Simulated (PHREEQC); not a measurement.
Dissolve 0.0052 mol/kgw NaHS, 0.23 mol/kgw NaCl and 8.3e-05 mol/kgw MnCl2 at 20 °C. Closed to the air; pH follows from the charge balance.

Equilibrium calculation in PHREEQC: ion-association model, wateq4f.dat.

Each row changes one thing in this solution. Precipitation was switched off in this run.

```
case                                          pH  ionic strength (mol/kgw)  SI of Halite (NaCl)
------------------------------------------  ----  ------------------------  -------------------
as made                                     9.25                     0.235                -3.12
NaHS from 0.0052 to 0.00468 mol/kgw         9.23                     0.235                -3.12
diluted 2-fold with water                   9.15                     0.118                -3.67
temperature from 20 to 65 °C                8.40                     0.235                -3.24
MnCl2 left out                              9.26                     0.235                -3.12
NaHS left out                               7.05                     0.230                -3.13
NaCl left out                               9.37                   0.00545                -7.70
MnCl2 replaced by KCl at the same molality  9.26                     0.235                -3.12
```

Species that the database lacks are ignored. Away from 25 °C the constants follow the database's enthalpies or fits; those with neither stay at their 25 °C values. The polysulfide entries of wateq4f.dat were taken out for this run.
